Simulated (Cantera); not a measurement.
Silicon etching in halogen gases: Si + HCl

Feed: 1 mol Si, a varied amount of HCl, equilibrated at 1573.15 K and 0.705 Torr.

These are equilibrium values from Cantera (NASA tables, ideal gas, pure condensed phases), not measurements of a reactor. Candidate condensed phases: Si; 19 gas species. The tables' values for SiCl3, SiCl are old estimates; treat these amounts as uncertain. The numbers say what is thermodynamically allowed, not how fast it happens.

```json
[
 {"n(HCl) (mol)": "1", "log p HCl": "-3.70", "log p H2": "-3.43", "log p SiCl2": "-3.44", "log p SiCl3": "-5.23", "log p SiCl4": "-6.59", "log p Cl": "-6.48", "log p H": "-6.11", "n Si(s)": "0.609"},
 {"n(HCl) (mol)": "1.3", "log p HCl": "-3.70", "log p H2": "-3.43", "log p SiCl2": "-3.44", "log p SiCl3": "-5.23", "log p SiCl4": "-6.59", "log p Cl": "-6.48", "log p H": "-6.11", "n Si(s)": "0.492"},
 {"n(HCl) (mol)": "1.6", "log p HCl": "-3.70", "log p H2": "-3.43", "log p SiCl2": "-3.44", "log p SiCl3": "-5.23", "log p SiCl4": "-6.59", "log p Cl": "-6.48", "log p H": "-6.11", "n Si(s)": "0.375"},
 {"n(HCl) (mol)": "2", "log p HCl": "-3.70", "log p H2": "-3.43", "log p SiCl2": "-3.44", "log p SiCl3": "-5.23", "log p SiCl4": "-6.59", "log p Cl": "-6.48", "log p H": "-6.11", "n Si(s)": "0.218"},
 {"n(HCl) (mol)": "2.4", "log p HCl": "-3.70", "log p H2": "-3.43", "log p SiCl2": "-3.44", "log p SiCl3": "-5.23", "log p SiCl4": "-6.59", "log p Cl": "-6.48", "log p H": "-6.11", "n Si(s)": "0.0619"},
 {"n(HCl) (mol)": "3", "log p HCl": "-3.52", "log p H2": "-3.50", "log p SiCl2": "-3.51", "log p SiCl3": "-5.08", "log p SiCl4": "-6.23", "log p Cl": "-6.26", "log p H": "-6.14", "n Si(s)": "0"},
 {"n(HCl) (mol)": "3.8", "log p HCl": "-3.36", "log p H2": "-3.59", "log p SiCl2": "-3.62", "log p SiCl3": "-4.99", "log p SiCl4": "-5.93", "log p Cl": "-6.06", "log p H": "-6.19", "n Si(s)": "0"},
 {"n(HCl) (mol)": "4.7", "log p HCl": "-3.28", "log p H2": "-3.68", "log p SiCl2": "-3.72", "log p SiCl3": "-4.96", "log p SiCl4": "-5.78", "log p Cl": "-5.93", "log p H": "-6.23", "n Si(s)": "0"},
 {"n(HCl) (mol)": "5.8", "log p HCl": "-3.22", "log p H2": "-3.77", "log p SiCl2": "-3.82", "log p SiCl3": "-4.96", "log p SiCl4": "-5.67", "log p Cl": "-5.83", "log p H": "-6.27", "n Si(s)": "0"},
 {"n(HCl) (mol)": "7.2", "log p HCl": "-3.18", "log p H2": "-3.85", "log p SiCl2": "-3.93", "log p SiCl3": "-4.97", "log p SiCl4": "-5.60", "log p Cl": "-5.74", "log p H": "-6.32", "n Si(s)": "0"},
 {"n(HCl) (mol)": "8.9", "log p HCl": "-3.15", "log p H2": "-3.94", "log p SiCl2": "-4.03", "log p SiCl3": "-5.00", "log p SiCl4": "-5.56", "log p Cl": "-5.67", "log p H": "-6.36", "n Si(s)": "0"}
]
```
log p: log10 of the partial pressure in bar; n: condensed amount in mol.

From 1 mol HCl to 2.4 mol HCl the condensed part is Si(s). From 3 mol HCl to 8.9 mol HCl nothing is condensed. The main Si-bearing gas is SiCl2 throughout.
